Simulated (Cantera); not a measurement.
A Cantera script and what it prints.

```python
import numpy as np
import cantera as ct

gas_names = """
    Fe FeO Fe(OH)2 H HO2 H2 H2O H2O2 H2S H2SO4 O OH O2 O3 S SH SO SO2 SO3 S2 S2O S8
""".split()
cond_names = """
    Fe(a) Fe(c) Fe(d) Fe(L) FeO(s) FeO(L) Fe(OH)2(s) Fe(OH)3(s) FeS(a) FeS(b) FeS(c) FeS(L) FeSO4(s)
    FeS2(s) Fe2O3(s) Fe2S3O12(s) Fe3O4(s) H2O(s) H2O(L) H2SO4(L) S(cr1) S(cr2) S(L)
""".split()


def load(file, names, dense=False):
    # The tables refer to 1 bar. Condensed volumes are neglected.
    table = {s.name: s for s in ct.Species.list_from_file(file)}
    out = []
    for n in names:
        d = dict(table[n].input_data)
        d["thermo"] = dict(d["thermo"], **{"reference-pressure": 1e5})
        if dense:
            d["equation-of-state"] = {"model": "constant-volume", "density": "1e6 g/cm^3"}
        out.append(ct.Species.from_dict(d))
    return out


gas = ct.Solution(thermo="ideal-gas", species=load("nasa_gas.yaml", gas_names))
cond = {s.name: ct.Solution(thermo="fixed-stoichiometry", species=[s], name=s.name)
        for s in load("nasa_condensed.yaml", cond_names, dense=True)}
atoms = {
    'FeS': {'Fe': 1, 'S': 1},
    'H2': {'H': 2},
    'H2O': {'H': 2, 'O': 1},
}
top_T = {'FeSO4(s)': 950, 'FeS2(s)': 1010, 'Fe2O3(s)': 1830, 'Fe2S3O12(s)': 1100, 'Fe3O4(s)': 1870}  # K; cautious upper limits of use, not melting points


def equilibrate(T, P, feed):
    n = {}
    for name, mol in feed.items():
        for a, k in atoms[name].items():
            n[a] = n.get(a, 0.0) + k * mol
    gas.TPX = T, P, n
    mass = sum(n.values()) * gas.mean_molecular_weight
    gas.equilibrate("TP")
    valid = [c for c in cond.values() if c.min_temp <= T <= top_T.get(c.name, c.max_temp)]
    mix = ct.Mixture([(gas, mass / gas.mean_molecular_weight)] + [(c, 0.0) for c in valid])
    mix.T, mix.P = T, P
    mix.equilibrate("TP", solver="vcs", rtol=1e-11, max_steps=5000)
    return mix


results = []
feed = {'FeS': 1, 'H2': 86, 'H2O': 0.21}  # mol
P = 680000  # Pa
for T in [900, 975, 1050, 1125, 1200, 1275, 1350, 1425, 1500, 1575, 1650, 1725, 1800]:
    mix = equilibrate(T, P, feed)
    results.append((T, P, feed, dict(zip(mix.species_names, mix.species_moles))))

top = {s: max(r[3][s] / sum(r[3][g] for g in gas_names) for r in results) for s in gas_names}
cols = sorted((s for s in top if top[s] > 1e-05), key=lambda s: -top[s])[:9]
seen = [c for c in cond_names if any(r[3].get(c, 0) > 1e-12 for r in results)]
print("log10 of partial pressures in bar; condensed amounts in mol")
print(f"{'T/K':>10s}" + "".join(f"{s[:9]:>10s}" for s in cols + seen))
for T, P, feed, n in results:
    ng = sum(n[g] for g in gas_names)
    print(f"{T:10.4g}" + "".join(f"{np.log10(max(n[s] / ng * P / 1e5, 1e-99)):10.3f}" for s in cols)
          + "".join(f"{n.get(c, 0):10.4g}" for c in seen))
```

Output:

```
log10 of partial pressures in bar; condensed amounts in mol
       T/K        H2       H2S       H2O        SH         H        S2     Fe(a)     Fe(c)     Fe(d)    FeS(c)
       900     0.831    -2.507    -1.781    -9.095    -9.517   -11.983   0.03949         0         0    0.9605
       975     0.831    -2.215    -1.781    -8.070    -8.526   -10.599   0.07726         0         0    0.9227
      1050     0.831    -1.963    -1.781    -7.189    -7.676    -9.406     0.138         0         0     0.862
      1125     0.830    -1.740    -1.781    -6.419    -6.937    -8.361    0.2309         0         0    0.7691
      1200     0.830    -1.544    -1.781    -5.745    -6.290    -7.445         0     0.362         0     0.638
      1275     0.829    -1.373    -1.781    -5.151    -5.718    -6.636         0    0.5378         0    0.4622
      1350     0.828    -1.222    -1.781    -4.625    -5.209    -5.922         0    0.7599         0    0.2401
      1425     0.826    -1.103    -1.781    -4.170    -4.753    -5.312         0         1         0         0
      1500     0.826    -1.104    -1.781    -3.868    -4.341    -4.981         0         1         0         0
      1575     0.826    -1.105    -1.781    -3.595    -3.968    -4.682         0         1         0         0
      1650     0.826    -1.106    -1.781    -3.348    -3.629    -4.411         0         1         0         0
      1725     0.826    -1.108    -1.781    -3.123    -3.318    -4.166         0         0    0.9999         0
      1800     0.826    -1.111    -1.781    -2.919    -3.033    -3.943         0         0    0.9996         0
```

These are equilibrium values from Cantera (NASA tables, ideal gas, pure condensed phases), not measurements of a reactor. Metal and sulfide melt together well below either melting point, which pure phases cannot show. Mutual solubility and eutectic melting of coexisting phases are not modelled. FeS: taken at fixed stoichiometry.
